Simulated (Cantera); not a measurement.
Charge: 1 mol B2H6, 0.84 mol NH3, held at 7.50 Torr.

Cantera equilibrium calculation (NASA polynomials, part measured and part estimated; ideal gas, pure solids and liquids). Candidate condensed phases: B, BN; 15 gas species. The feed counts by its element totals alone. Mutual solubility and eutectic melting of coexisting phases are not modelled. Equilibrium is a limit: real reactors are often held back by kinetics, nucleation or transport.

Task: Which condensed phases are stable at each of these points (T (K)): 1848, 1898, 1948, 1998, 2048, 2098, 2148, 2198, 2248, 2298, 2348, 2398, 2448?

Result: 
```
T (K)  condensed phases  B condensed (%)
-----  ----------------  ---------------
1848       B(s) + BN(s)            100.0
1898       B(s) + BN(s)             99.9
1948       B(s) + BN(s)             99.9
1998       B(s) + BN(s)             99.9
2048       B(s) + BN(s)             99.9
2098       B(s) + BN(s)             99.8
2148               B(s)             99.7
2198               B(s)             99.7
2248               B(s)             99.5
2298               B(s)             99.3
2348               B(s)             99.0
2398               B(l)             98.6
2448               B(l)             97.9
```

From 1848 K to 2098 K the condensed part is B(s) + BN(s). From 2148 K to 2348 K the condensed part is B(s). From 2398 K to 2448 K the condensed part is B(l). The share of B in condensed phases is highest at 1848 K (100.0 %) and lowest at 2448 K (97.9 %).
